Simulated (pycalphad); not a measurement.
**Freezing of Ti-Si alloys with rising Si**

Computed with pycalphad from the COST 507 light-alloy database (1999), at 1 atm. The database dates from 1999; later assessments differ in places, in temperatures and in the compounds included. Phase fractions are per mole of atoms.

Scheil-Gulliver runs (no diffusion in the solid, steps of 4 K) beside full equilibrium.

```json
[
 {"alloy": "Ti-3.7Si (at.%)", "liquidus (°C)": "1603", "Scheil, half solid (°C)": "1543", "Scheil, 80 % solid (°C)": "at the invariant end", "Scheil, invariant end (°C)": "1340", "liquid left at that end": "0.22", "equilibrium solidus (°C)": "1375"},
 {"alloy": "Ti-4.93Si (at.%)", "liquidus (°C)": "1581", "Scheil, half solid (°C)": "1487", "Scheil, 80 % solid (°C)": "at the invariant end", "Scheil, invariant end (°C)": "1340", "liquid left at that end": "0.30", "equilibrium solidus (°C)": "1340"},
 {"alloy": "Ti-9.86Si (at.%)", "liquidus (°C)": "1458", "Scheil, half solid (°C)": "at the invariant end", "Scheil, 80 % solid (°C)": "at the invariant end", "Scheil, invariant end (°C)": "1340", "liquid left at that end": "0.68", "equilibrium solidus (°C)": "1340"},
 {"alloy": "Ti-14.79Si (at.%)", "liquidus (°C)": "1419", "Scheil, half solid (°C)": "at the invariant end", "Scheil, 80 % solid (°C)": "at the invariant end", "Scheil, invariant end (°C)": "1340", "liquid left at that end": "0.92", "equilibrium solidus (°C)": "1340"}
]
```
